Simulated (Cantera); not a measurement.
Charge: 1 mol SiC, 0.34 mol C, 0.084 mol H₂, at 2725 °C.

Method: chemical equilibrium by Gibbs-energy minimisation in Cantera with the NASA 1993 tables (ideal gas, pure condensed phases). Candidate condensed phases: C, C₆H₆, C₇H₈, C₈H₁₈, Si, SiC; 87 gas species. Gases not in the tables: Si₂H₆ and higher silanes. Equilibrium is a limit: real reactors are often held back by kinetics, nucleation or transport.

log p: log10 of the partial pressure in bar; n: condensed amount in mol.

| P (Pa) | log p H₂ | log p Si | log p C | log p SiC₂ | log p H | log p C₃ | log p Si₂C | log p C₂H₂ (acetylene) | log p C₂ | n C(graphite) | n SiC(s) |
|---|---|---|---|---|---|---|---|---|---|---|---|
| 1 | -10.68 | -5.37 | -5.35 | -7.53 | -6.14 | -6.65 | -11.00 | -13.97 | -6.59 | 0 | 0 |
| 5.60 | -9.01 | -4.56 | -4.87 | -5.77 | -5.31 | -5.22 | -8.90 | -11.35 | -5.65 | 0 | 0 |
| 32 | -7.34 | -3.79 | -4.57 | -4.40 | -4.47 | -4.32 | -7.06 | -9.08 | -5.04 | 0 | 0 |
| 180 | (withheld) | (withheld) | (withheld) | (withheld) | (withheld) | (withheld) | (withheld) | (withheld) | (withheld) | 0 | 0 |
| 1000 | (withheld) | (withheld) | -4.30 | (withheld) | (withheld) | -3.51 | (withheld) | (withheld) | -4.51 | (withheld) | 0 |
| 5600 | -2.87 | -1.62 | -4.30 | -1.69 | -2.24 | -3.51 | -2.45 | -4.08 | -4.51 | 0.469 | 0 |
| 32000 | -0.98 | -1.18 | -4.30 | -1.25 | -1.29 | -3.51 | -1.57 | -2.19 | -4.51 | 0.358 | 0.889 |
| 180000 | 0.13 | -1.18 | -4.30 | -1.25 | -0.74 | -3.51 | -1.57 | -1.07 | -4.51 | 0.333 | 0.989 |
| 1000000 | 0.94 | -1.18 | -4.30 | -1.25 | -0.33 | -3.51 | -1.57 | -0.27 | -4.51 | 0.331 | 0.998 |

Task: Complete the blanks.

Result: 
- 1000, log p H₂: -4.19
- 1000, log p Si: -2.36
- 1000, log p SiC₂: -2.43
- 1000, log p H: -2.90
- 1000, log p Si₂C: -3.93
- 1000, log p C₂H₂ (acetylene): -5.40
- 1000, n C(graphite): 0.310
- 180, log p H₂: -5.73
- 180, log p Si: -3.10
- 180, log p C: -4.36
- 180, log p SiC₂: -3.29
- 180, log p H: -3.67
- 180, log p C₃: -3.69
- 180, log p Si₂C: -5.48
- 180, log p C₂H₂ (acetylene): -7.05
- 180, log p C₂: -4.62
